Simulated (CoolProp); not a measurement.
Vapour-liquid equilibrium of hexamethyldisiloxane (MM) (1) + toluene (2) at 285.3 K; x and y are mole fractions of (1).

Computed with CoolProp (multi-fluid Helmholtz-energy mixture model, Thol 2016 and Lemmon 2006; pair parameters Bell 2016).

```
x     bubble pressure, mixture model (kPa)  bubble pressure, Raoult's law (kPa)  y, mixture model  y, Raoult's law
----  ------------------------------------  -----------------------------------  ----------------  ---------------
0.05                                 1.986                                1.933             0.097            0.072
0.15                                 2.166                                2.024             0.255            0.208
0.25                                 2.319                                2.116             0.379            0.331
0.35                                 2.448                                2.207             0.479            0.444
0.45                                 2.555                                2.298             0.565            0.548
0.55                                 2.641                                2.390             0.641            0.645
0.65                                 2.709                                2.481             0.713            0.734
0.75                                 2.761                                2.573             0.785            0.817
0.85                                 2.794                                2.664             0.862            0.894
0.95                                 2.806                                2.755             0.950            0.966
```

The largest gap from Raoult's law is +11.2 % in bubble pressure, at x = 0.45. y crosses x between x = 0.85 and 0.95: the model has an azeotrope there.

The pair parameters rest on a limited set of measurements; away from them the model extrapolates.
